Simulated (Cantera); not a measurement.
A perfectly stirred reactor is fed with 4.53 % CH₄, 0.167 % C₂H₆, 0.358 % C₃H₈, 17.6 % O₂, 77.4 % N₂, at 5.00 bar; it is adiabatic with a 575 K inlet, and is followed from long to short residence time, starting on the burning branch (τ in s: 0.059, 0.024, 0.0098, 0.004, 0.0016, 0.00067, 0.00027, 0.00011, 4.6e-05, 1.9e-05).

Detailed kinetics in Cantera: GRI-Mech 3.0 (53 species, 325 reactions).

x: mole fraction; the columns are a selection and need not sum to one.

```
τ (s)    T (K)     x CH₄   x C₂H₆   x C₃H₈    x HCO     x C₂H     x CH₃
-------  -----  --------  -------  -------  -------  --------  --------
0.059     1842   5.79e-6  4.30e-8  8.40e-8  5.37e-9  3.28e-10   1.53e-6
0.024     1839   1.11e-5  8.90e-8  1.80e-7  1.33e-8  6.58e-10   2.96e-6
0.0098    1836   2.05e-5  1.76e-7  3.67e-7  3.30e-8   1.24e-9   5.42e-6
0.0040    1830         ?        ?        ?        ?         ?         ?
0.0016    1818   6.96e-5  6.60e-7  1.41e-6  2.15e-7   3.68e-9   1.69e-5
0.00067   1800         ?        ?        ?        ?         ?         ?
0.00027   1766  0.000265  2.61e-6  5.35e-6  1.38e-6   7.95e-9   5.30e-5
0.00011   1692  0.000730  7.46e-6  1.40e-5  3.54e-6   9.69e-9  0.000119
4.6e-5     575    0.0453  0.00167  0.00358   <1e-12    <1e-12    <1e-12
1.9e-5     575    0.0453  0.00167  0.00358   <1e-12    <1e-12    <1e-12
```

Fill in the missing entries.


- 0.0040, x CH₄: 3.74e-5
- 0.0040, x C₂H₆: 3.40e-7
- 0.0040, x C₃H₈: 7.23e-7
- 0.0040, x HCO: 8.30e-8
- 0.0040, x C₂H: 2.19e-9
- 0.0040, x CH₃: 9.60e-6
- 0.00067, x CH₄: 0.000129
- 0.00067, x C₂H₆: 1.25e-6
- 0.00067, x C₃H₈: 2.65e-6
- 0.00067, x HCO: 5.32e-7
- 0.00067, x C₂H: 5.60e-9
- 0.00067, x CH₃: 2.90e-5
